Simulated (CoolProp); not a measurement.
Properties of ammonia along the isotherm 464.8 K (Tc = 405.6 K, pc = 11360 kPa, ω = 0.256).

Model: reference Helmholtz-energy equation of state, Gao 2020, in CoolProp.

| p (kPa) | phase | isothermal compressibility (1/MPa) | conductivity (mW/(m K)) |
|---|---|---|---|
| 10000 | gas | 0.1316 | 61.6 |
| 20000 | supercritical | 0.09382 | (withheld) |
| 30000 | supercritical | 0.02964 | 183 |
| 40000 | supercritical | 0.01234 | (withheld) |
| 50000 | supercritical | 0.007394 | (withheld) |
| 60000 | supercritical | (withheld) | (withheld) |
| 70000 | supercritical | 0.004003 | 294 |
| 80000 | supercritical | 0.003244 | 311 |
| 90000 | supercritical | 0.002725 | (withheld) |
| 100000 | supercritical | 0.002347 | 342 |

**Question.** Some entries are withheld; supply them.

**Answer.** 
- 20000, conductivity (mW/(m K)): 114
- 40000, conductivity (mW/(m K)): 223
- 50000, conductivity (mW/(m K)): 251
- 60000, isothermal compressibility (1/MPa): 0.005209
- 60000, conductivity (mW/(m K)): 274
- 90000, conductivity (mW/(m K)): 327

Thermal conductivity comes from a separate model (Tufeu 1984).
